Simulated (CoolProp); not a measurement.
Vapour-liquid equilibrium of carbon dioxide (1) + R152A (2) at 225.4 K; x and y are mole fractions of (1).

The numbers come from the multi-fluid Helmholtz-energy mixture model, Span 1996 and Outcalt 1996; pair parameters Bell 2016 in CoolProp.

| x | bubble pressure, mixture model (MPa) | bubble pressure, Raoult's law (MPa) | y, mixture model | y, Raoult's law |
|---|---|---|---|---|
| 0.05 | 0.06715 | 0.06693 | 0.552 | 0.558 |
| 0.2 | 0.1759 | 0.1743 | 0.850 | 0.857 |
| 0.35 | 0.2833 | 0.2817 | 0.921 | 0.928 |
| 0.5 | 0.3884 | 0.3890 | 0.953 | 0.960 |
| 0.65 | 0.4921 | 0.4964 | 0.972 | 0.978 |
| 0.8 | 0.5973 | 0.6037 | 0.986 | 0.990 |
| 0.95 | 0.7079 | 0.7111 | 0.997 | 0.998 |

The largest gap from Raoult's law is -1.1 % in bubble pressure, at x = 0.8. No azeotrope shows between x = 0.05 and 0.95.

The pair parameters rest on a limited set of measurements; away from them the model extrapolates. The gap from Raoult's law changes sign with composition, which may be real or a fault of the pair parameters; it wasn't checked against measurements.
